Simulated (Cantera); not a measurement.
Feed: 1 mol toluene, 0.015 mol O2, 1.2 mol H2, held at 48.0 mbar.

These are equilibrium values from Cantera (NASA tables, ideal gas, pure condensed phases), not measurements of a reactor. Candidate condensed phases: C, C6H6, C7H8, C8H18, H2O; 110 gas species. Rates play no part.

x: gas mole fraction; n: condensed amount in mol.

| T (°C) | x H2 | x H | x C2H2 (acetylene) | x C3 | x C2H | x CO | x C | n C(graphite) |
|---|---|---|---|---|---|---|---|---|
| 2400 | 0.772 | 0.206 | 0.0165 | 0.000128 | 0.000444 | 0.00514 | 3.20e-5 | 6.77 |
| 2450 | 0.733 | 0.242 | 0.0188 | 0.000248 | 0.000685 | 0.00504 | 5.77e-5 | 6.73 |
| 2500 | 0.690 | 0.282 | 0.0210 | 0.000470 | 0.00104 | 0.00492 | 0.000102 | 6.68 |
| 2550 | 0.644 | 0.325 | 0.0232 | 0.000871 | 0.00153 | 0.00479 | 0.000176 | 6.63 |
| 2600 | ? | ? | 0.0252 | ? | ? | 0.00466 | ? | 6.57 |
| 2650 | ? | ? | 0.0269 | ? | ? | 0.00451 | ? | 6.49 |
| 2700 | 0.491 | 0.465 | 0.0282 | 0.00486 | 0.00441 | 0.00435 | 0.000815 | 6.38 |
| 2750 | 0.438 | 0.511 | 0.0291 | 0.00829 | 0.00604 | 0.00419 | 0.00131 | 6.23 |

Question: What belongs in the gaps?

Answer: 
- 2650, x H2: 0.544
- 2650, x H: 0.417
- 2650, x C3: 0.00280
- 2650, x C2H: 0.00316
- 2650, x C: 0.000498
- 2600, x H2: 0.595
- 2600, x H: 0.370
- 2600, x C3: 0.00158
- 2600, x C2H: 0.00222
- 2600, x C: 0.000299
